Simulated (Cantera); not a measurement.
## Transport properties of process gases

Gas mixture: NO : H₂O = 0.53 : 0.66 (molar parts), at 79000 Pa, frozen composition.

Cantera's kinetic-theory transport with the Lennard-Jones parameters of GRI-Mech 3.0, ideal gas; thermal conductivity in the mixture-averaged form. Polar gases are described roughly by these parameters. The composition is frozen, though it would react at the higher temperatures.

```json
[
 {"T (K)": "400", "ρ (kg/m³)": "0.555", "cp (J/kg/K)": "1385", "μ (µPa s)": "18.2", "λ (mW/m/K)": "34.9", "Pr": "0.721", "D (cm²/s) N₂": "0.472", "D (cm²/s) H": "2.77", "D (cm²/s) OH": "0.740"},
 {"T (K)": "600", "ρ (kg/m³)": "0.370", "cp (J/kg/K)": "1458", "μ (µPa s)": "25.9", "λ (mW/m/K)": "53.0", "Pr": "0.713", "D (cm²/s) N₂": "0.974", "D (cm²/s) H": "5.75", "D (cm²/s) OH": "1.51"},
 {"T (K)": "800", "ρ (kg/m³)": "0.277", "cp (J/kg/K)": "1545", "μ (µPa s)": "33.1", "λ (mW/m/K)": "72.3", "Pr": "0.707", "D (cm²/s) N₂": "1.60", "D (cm²/s) H": "9.53", "D (cm²/s) OH": "2.47"},
 {"T (K)": "1000", "ρ (kg/m³)": "0.222", "cp (J/kg/K)": "1629", "μ (µPa s)": "39.8", "λ (mW/m/K)": "92.2", "Pr": "0.704", "D (cm²/s) N₂": "2.35", "D (cm²/s) H": "14.0", "D (cm²/s) OH": "3.61"},
 {"T (K)": "1200", "ρ (kg/m³)": "0.185", "cp (J/kg/K)": "1705", "μ (µPa s)": "46.1", "λ (mW/m/K)": "112", "Pr": "0.702", "D (cm²/s) N₂": "3.20", "D (cm²/s) H": "19.1", "D (cm²/s) OH": "4.91"},
 {"T (K)": "1400", "ρ (kg/m³)": "0.159", "cp (J/kg/K)": "1773", "μ (µPa s)": "52.1", "λ (mW/m/K)": "132", "Pr": "0.702", "D (cm²/s) N₂": "4.15", "D (cm²/s) H": "24.8", "D (cm²/s) OH": "6.35"},
 {"T (K)": "1600", "ρ (kg/m³)": "0.139", "cp (J/kg/K)": "1833", "μ (µPa s)": "57.7", "λ (mW/m/K)": "151", "Pr": "0.702", "D (cm²/s) N₂": "5.19", "D (cm²/s) H": "31.0", "D (cm²/s) OH": "7.94"},
 {"T (K)": "1800", "ρ (kg/m³)": "0.123", "cp (J/kg/K)": "1885", "μ (µPa s)": "63.1", "λ (mW/m/K)": "169", "Pr": "0.703", "D (cm²/s) N₂": "6.32", "D (cm²/s) H": "37.8", "D (cm²/s) OH": "9.66"}
]
```
D: mixture-averaged diffusion coefficient of that species in the mixture.
